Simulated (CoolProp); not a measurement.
R21 at 289.85 K and 0.565 MPa is throttled through a valve to 0.103 MPa with no heat exchange. Each further row changes one setting.

The numbers come from the reference Helmholtz-energy equation of state, Platzer 1990 in CoolProp. This equation is an older, rougher fit; its heat capacities, sound speeds and derivatives of the liquid may be far off and weren't checked against measurements.

```csv
case,temperature change (K),final phase,final density (kg/m³)
as stated,-7.4,"two-phase, vapour fraction 0.033",130
outlet pressure 0.0309 MPa,-35.0,"two-phase, vapour fraction 0.140",10.8
outlet pressure 0.134 MPa,-0.4,"two-phase, vapour fraction 0.002",881
```
